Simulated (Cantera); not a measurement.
An adiabatic, constant-volume homogeneous reactor starts with CH4 : O2 : N2 = 1 : 6.25 : 23.5 (molar parts), equivalence ratio 0.32, at 1375 K and 1.00 atm.

Computed with Cantera and GRI-Mech 3.0 (53 species, 325 reactions).

Q: Predict: time of steepest temperature rise; temperature at 2.00 s; equilibrium temperature; x(O2) at 2.00 s; x(OH) at 2.00 s; x(NO) at 2.00 s; x(H2O) at 2.00 s.

A: 
```
Item                                                                Result
---------------------------------  ---------------------------------------
time of steepest temperature rise                                  2.71 ms
temperature at 2.00 s                                               2210 K
equilibrium temperature                                             2210 K
x(O2) at 2.00 s                        0.132 (gas-phase equilibrium 0.132)
x(OH) at 2.00 s                    0.00325 (gas-phase equilibrium 0.00325)
x(NO) at 2.00 s                      0.0101 (gas-phase equilibrium 0.0101)
x(H2O) at 2.00 s                     0.0631 (gas-phase equilibrium 0.0631)
```
